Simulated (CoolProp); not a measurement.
Vapour-liquid equilibrium of R125 (1) + R1234yf (2) at 27.65 °C; x and y are mole fractions of (1).

Model: multi-fluid Helmholtz-energy mixture model, Lemmon 2005 and Lemmon 2022; pair parameters Bell 2023, in CoolProp.

**Question.** Give the bubble pressure and the first vapour's composition at x = 0.5, 0.65, 0.8. Is there an azeotrope?

**Answer.** x = 0.5: 10.90 bar, y = 0.624; x = 0.65: 12.01 bar, y = 0.753; x = 0.8: 13.16 bar, y = 0.866. No azeotrope shows between x = 0.05 and 0.95.

The pair parameters rest on a limited set of measurements; away from them the model extrapolates.
